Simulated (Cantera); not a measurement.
## NO annealing gas

An isothermal, constant-pressure homogeneous reactor starts with NO : N2 = 1 : 16 (molar parts), at 1650 K and 100000 Pa.

Cantera simulation using GRI-Mech 3.0 (53 species, 325 reactions); the numbers are that mechanism's predictions, not measurements.

| t (s) | x NO | x N2 | x O2 | x NO2 | x O | x N2O |
|---|---|---|---|---|---|---|
| 8.00e-6 | 0.0588 | 0.941 | <1e-12 | 5.55e-11 | 1.42e-9 | 1.48e-9 |
| 3.31e-5 | 0.0588 | 0.941 | 1.05e-12 | 8.75e-10 | 5.25e-9 | 6.10e-9 |
| 0.000137 | 0.0588 | 0.941 | 1.38e-11 | 1.11e-8 | 1.44e-8 | 2.50e-8 |
| 0.000566 | 0.0588 | 0.941 | 1.28e-10 | 8.44e-8 | 2.41e-8 | 1.01e-7 |
| 0.00234 | 0.0588 | 0.941 | 1.42e-9 | 4.46e-7 | 4.86e-8 | 3.69e-7 |
| 0.00967 | 0.0588 | 0.941 | 4.72e-8 | 2.35e-6 | 1.66e-7 | 9.82e-7 |
| 0.0400 | 0.0588 | 0.941 | 2.37e-6 | 8.47e-6 | 5.11e-7 | 1.32e-6 |
| 0.165 | 0.0588 | 0.941 | 2.54e-5 | 1.03e-5 | 6.11e-7 | 1.33e-6 |
| 0.684 | 0.0586 | 0.941 | 0.000124 | 1.11e-5 | 6.63e-7 | 1.32e-6 |
| 2.83 | 0.0577 | 0.942 | 0.000528 | 1.41e-5 | 8.44e-7 | 1.28e-6 |
| 11.7 | 0.0545 | 0.943 | 0.00212 | 2.12e-5 | 1.34e-6 | 1.15e-6 |
| 48.4 | 0.0439 | 0.949 | 0.00746 | 2.98e-5 | 2.31e-6 | 7.63e-7 |
| 200 | 0.0223 | 0.959 | 0.0182 | 2.33e-5 | 3.54e-6 | 2.38e-7 |
x: mole fraction; the columns are a selection and need not sum to one.

Equilibrium at this temperature and pressure: NO 0.000986, N2 0.970, O2 0.0289, NO2 1.29e-6, O 4.43e-6, N2O 6.46e-8 (gas phase only).
